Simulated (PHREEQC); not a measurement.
# Reverse-osmosis permeate (model solution)

Model water analysis in mg/L, 25 °C, pH 6.35, pe 0.6: Na 4.81; K 0.00921; Ca 0.273; Mg 0.445; Cl 2.78; S(6) as SO4 0.427; Alkalinity as HCO3 10.4; Br 0.0567; B 0.0183; Mn(2) 0.0016.

Valence states are taken as typed.

Model: ion-association model, phreeqc.dat, run in PHREEQC.

| Item | Value |
|---|---|
| ionic strength | 0.000289 mol/kgw |
| charge-balance error | 0.2 % |

| species | molality | activity | log γ |
|---|---|---|---|
| Na+ | 0.000209 | 0.000205 | -0.008 |
| HCO3- | 0.000171 | 0.000168 | -0.008 |
| CO2 | 0.000168 | 0.000168 | 0.000 |
| Cl- | 7.84e-5 | 7.69e-5 | -0.008 |
| Mg+2 | 1.82e-5 | 1.69e-5 | -0.034 |
| Ca+2 | 6.79e-6 | 6.29e-6 | -0.034 |
| SO4-2 | 4.42e-6 | 4.09e-6 | -0.034 |

No solid was allowed to form. Species that the database lacks are ignored.
